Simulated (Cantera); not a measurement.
Cantera run:

```python
import numpy as np
import cantera as ct

gas_names = """
    Mg MgO Mg2 O O2 O3 Ti TiO TiO2
""".split()
cond_names = """
    Mg(cr) Mg(L) MgO(s) MgO(L) MgTiO3(s) MgTiO3(L) MgTi2O5(s) MgTi2O5(L) Mg2TiO4(s) Mg2TiO4(L) Ti(a)
    Ti(b) Ti(L) TiO(a) TiO(b) TiO(L) TiO2(ru) TiO2(L) Ti2O3(a) Ti2O3(b) Ti2O3(L) Ti3O5(a) Ti3O5(b)
    Ti3O5(L) Ti4O7(s) Ti4O7(L)
""".split()


# ... load() reads the species with a 1 bar reference pressure and builds the phases ...
atoms = {
    'TiO2': {'Ti': 1, 'O': 2},
    'MgO': {'Mg': 1, 'O': 1},
    'O2': {'O': 2},
}
top_T = {}  # K; cautious upper limits of use, not melting points


# ... equilibrate(T, P, feed) seeds the gas with the atoms and calls Mixture.equilibrate('TP', solver="vcs", rtol=1e-11, max_steps=5000) ...
results = []
feed = {'TiO2': 1, 'MgO': 0.55, 'O2': 0.22}  # mol
T = 848.15  # K
P = 4900  # Pa
mix = equilibrate(T, P, feed)
results.append((T, P, feed, dict(zip(mix.species_names, mix.species_moles))))
x = sorted(zip(gas.X, gas.species_names), reverse=True)
print(f"T = {T:g} K  P = {P:g} Pa  gas = {mix.phase_moles(0):.4g} mol")
print("   x: " + "  ".join(f"{s} {v:.3e}" for v, s in x if v > 0.001))
print("   condensed (mol): " + ("  ".join(f"{mix.phase(i).name} {mix.phase_moles(i):.4g}"
      for i in range(1, mix.n_phases) if mix.phase_moles(i) > 1e-12) or "none"))
```

Result:

```
T = 848.15 K  P = 4900 Pa  gas = 0.22 mol
   x: O2 1.000e+00
   condensed (mol): MgTiO3(s) 0.1  MgTi2O5(s) 0.45
```

Equilibrium computed with Cantera from the NASA thermochemical tables; the gas is ideal and each condensed phase is pure. Condensed phases not in the tables: alloys, solid solutions and most ternary compounds.
